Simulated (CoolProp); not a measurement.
Cyclohexane along the isobar 101 kPa: fugacity coefficient from the reference equation and from simpler models built on Tc = 553.6 K, pc = 4081 kPa, ω = 0.209; each cubic takes its own stable root.

Values from CoolProp's reference Helmholtz-energy equation of state, Zhou 2014.

| T (K) | phase | reference | van der Waals | Soave-Redlich-Kwong | Peng-Robinson |
|---|---|---|---|---|---|
| 289.9 | liquid | 0.08756 | 0.9678 | 0.08961 | 0.09476 |
| 297 | liquid | 0.1219 | … | 0.1241 | 0.1303 |
| 304.1 | liquid | 0.1665 | 0.9710 | 0.1689 | 0.1761 |
| 311.2 | liquid | … | 0.9725 | 0.2260 | 0.2341 |
| 318.3 | liquid | 0.2951 | 0.9738 | 0.2978 | 0.3067 |
| 325.4 | liquid | 0.3839 | 0.9750 | 0.3868 | 0.3963 |
| 332.5 | liquid | … | 0.9762 | 0.4955 | 0.5053 |
| 339.6 | liquid | 0.6238 | 0.9773 | 0.6269 | 0.6365 |
| 346.7 | liquid | 0.7804 | … | 0.7839 | 0.7927 |
| 361 | gas | … | 0.9802 | 0.9702 | 0.9689 |
| 368.1 | gas | 0.9685 | 0.9810 | 0.9717 | 0.9705 |
| 375.2 | gas | 0.9705 | 0.9818 | 0.9732 | 0.9720 |
| 382.3 | gas | 0.9723 | 0.9826 | … | 0.9733 |

Q: Complete the blanks.

A: 
- 297, van der Waals: 0.9695
- 311.2, reference: 0.2234
- 332.5, reference: 0.4926
- 346.7, van der Waals: 0.9783
- 361, reference: 0.9664
- 382.3, Soave-Redlich-Kwong: 0.9745

At some of these states van der Waals gives the other phase, because its saturation line lies elsewhere.
